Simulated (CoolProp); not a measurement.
Computed with CoolProp (reference Helmholtz-energy equation of state, de Vries 1995).

Question: For R124, give the phase and the Z, Joule-Thomson coefficient (K/MPa) at 362.7 K and 48.9 bar; 389.5 K and 48.9 bar; 425.3 K and 48.9 bar.

Answer: 
- 362.7 K and 48.9 bar: liquid; Z 0.196, Joule-Thomson coefficient 0.402
- 389.5 K and 48.9 bar: liquid; Z 0.214, Joule-Thomson coefficient 1.55
- 425.3 K and 48.9 bar: supercritical; Z 0.499, Joule-Thomson coefficient 10.8
